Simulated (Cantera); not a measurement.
A perfectly stirred reactor is fed with C2H6 : H2 = 1 : 94 (molar parts), at 101000 Pa; it is held at 1475 K, and followed from long to short residence time.

Model: GRI-Mech 3.0 (53 species, 325 reactions), integrated in Cantera. GRI-Mech 3.0 stops at C3 and has no aromatics, soot or wall deposition, so with more carbon than oxygen in the feed, carbon stays in small species such as C2H2 where larger ones or solid carbon would form.

**Question.** What does this change do: C2H6 1 to 4.4 parts?

**Answer.** 
| quantity | before | after |
|---|---|---|
| x(C2H6) at τ = 0.580 s | 1.76e-5 | 8.15e-5 |
| x(H2) at τ = 0.580 s | 0.983 | 0.932 |
| x(CH4) at τ = 0.580 s | 0.0133 | 0.0492 |
| x(C2H4) at τ = 0.580 s | 0.00104 | 0.00496 |
| x(C2H) at τ = 0.580 s | 1.02e-10 | 5.15e-10 |
| x(C2H6) at τ = 15.0 ms | 0.000165 | 0.000693 |
| x(H2) at τ = 15.0 ms | 0.986 | 0.944 |
| x(CH4) at τ = 15.0 ms | 0.00682 | 0.0266 |
| x(C2H4) at τ = 15.0 ms | 0.00267 | 0.0111 |
| x(C2H) at τ = 15.0 ms | 5.00e-10 | 2.14e-9 |

**Question.** What does this change do: temperature 1475 to 1650 K?

**Answer.** 
| quantity | before | after |
|---|---|---|
| x(C2H6) at τ = 0.580 s | 1.76e-5 | 2.05e-6 |
| x(H2) at τ = 0.580 s | 0.983 | 0.984 |
| x(CH4) at τ = 0.580 s | 0.0133 | 0.0117 |
| x(C2H4) at τ = 0.580 s | 0.00104 | 0.000313 |
| x(C2H) at τ = 0.580 s | 1.02e-10 | 1.77e-9 |
| x(C2H6) at τ = 15.0 ms | 0.000165 | 3.15e-5 |
| x(H2) at τ = 15.0 ms | 0.986 | 0.985 |
| x(CH4) at τ = 15.0 ms | 0.00682 | 0.00915 |
| x(C2H4) at τ = 15.0 ms | 0.00267 | 0.000593 |
| x(C2H) at τ = 15.0 ms | 5.00e-10 | 4.10e-9 |
